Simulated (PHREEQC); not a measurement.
Make-up at 25 °C: 1.5 mmol/kgw HF, 0.11 mmol/kgw CsF and 99 mmol/kgw (NH4)2SiF6. It is in equilibrium with CO2 at log p = -3.4 (atm). Otherwise closed; pH follows from the charge balance.

All values are PHREEQC results (ion-association model, wateq4f.dat), not measurements.

Each row changes one thing in this solution. No solid was allowed to form.

```
case                                        pH  ionic strength (mol/kgw)  F- (mol/kgw)  HF (mol/kgw)  HF2- (mol/kgw)  H2F2 (mol/kgw)
----------------------------------------  ----  ------------------------  ------------  ------------  --------------  --------------
as made                                   2.99                     0.298       0.00253       0.00244         2.54e-5         1.66e-5
HF replaced by HBF4 at the same molality  2.81                     0.298       0.00194       0.00281         2.25e-5         2.21e-5
HF from 0.0015 to 0.003 mol/kgw           2.91                     0.298       0.00240       0.00281         2.77e-5         2.20e-5
CsF left out                              2.98                     0.298       0.00248       0.00245         2.50e-5         1.68e-5
HF from 0.0015 to 0.0075 mol/kgw          2.71                     0.300       0.00264       0.00492         5.34e-5         6.75e-5
HF from 0.0015 to 0.00015 mol/kgw         3.08                     0.297       0.00273       0.00217         2.43e-5         1.31e-5
HF left out                               3.08                     0.297       0.00276       0.00214         2.43e-5         1.28e-5
CsF from 0.00011 to 2.2e-05 mol/kgw       2.98                     0.298       0.00249       0.00245         2.51e-5         1.67e-5
(NH4)2SiF6 left out                       3.17                  0.000809      0.000807      0.000795         2.46e-6         1.65e-6
```

Some of these states are supersaturated (in Quartz (slow to form), Chalcedony (slow to form), for instance). SiF6-2 is the database's only silicon fluoride. Real BF4- forms and hydrolyses slowly; the run takes it at equilibrium.
